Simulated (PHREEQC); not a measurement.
0.42 g of hydrous ferric oxide (600 m²/g; 0.2 weak and 0.005 strong sites per Fe, Dzombak-Morel constants, diffuse double layer) in 1 kg of water with 0.3 mol/kgw of an inert sodium salt and 4.9e-06 mol/kgw CuSO4, at 25 °C; the pH is set by adding NaOH or the inert anion's acid. Oxygen alone is held at its pressure in air (log pO2 = -0.68). The system is closed to CO2. Nothing may precipitate in this run.

The series has 17 steps of pH, from 3 to 9.

The numbers come from PHREEQC with the ion-association model, wateq4f.dat.

Task: Near which pH is half of the S sorbed, and on which side is more sorbed?

Result: Near pH 5.7, with more sorbed at lower pH.

Task: Near which pH is half of the Cu sorbed, and on which side is more sorbed?

Result: Near pH 4.8, with more sorbed at higher pH.

The database's constant for dissolved Cu(OH)2 is higher than later reviews accept. The oxide is taken as insoluble; below pH 4 it would dissolve.
